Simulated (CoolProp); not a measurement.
cis-2-butene along the isotherm 525 K: fugacity coefficient from the reference equation and from simpler models built on Tc = 435.8 K, pc = 4236 kPa, ω = 0.202; each cubic takes its own stable root.

Computed with CoolProp (reference Helmholtz-energy equation of state, Lemmon 2005). It is a short technical equation, of lower accuracy than the large ones.

```csv
p (kPa),phase,reference
1630,gas,0.9294
3260,gas,0.8620
4890,supercritical,0.7980
6520,supercritical,0.7380
8150,supercritical,0.6830
9780,supercritical,0.6342
11400,supercritical,0.5931
13000,supercritical,0.5597
14700,supercritical,0.5311
16300,supercritical,0.5094
17900,supercritical,0.4917
19600,supercritical,0.4765
21200,supercritical,0.4650
```

Question: How far does each simpler model (van der Waals, Redlich-Kwong, Soave-Redlich-Kwong, Peng-Robinson) lie from the reference over these 13 states: mean and median of the absolute difference, and the worst?

Answer: 
- van der Waals: mean 2.1 %, median 2.2 %, worst -4.4 % at 525 K and 9780 kPa
- Redlich-Kwong: mean 1.3 %, median 1.3 %, worst -2.2 % at 525 K and 9780 kPa
- Soave-Redlich-Kwong: mean 4.8 %, median 4.9 %, worst +9.4 % at 525 K and 21200 kPa
- Peng-Robinson: mean 1.2 %, median 1.1 %, worst -2.1 % at 525 K and 6520 kPa
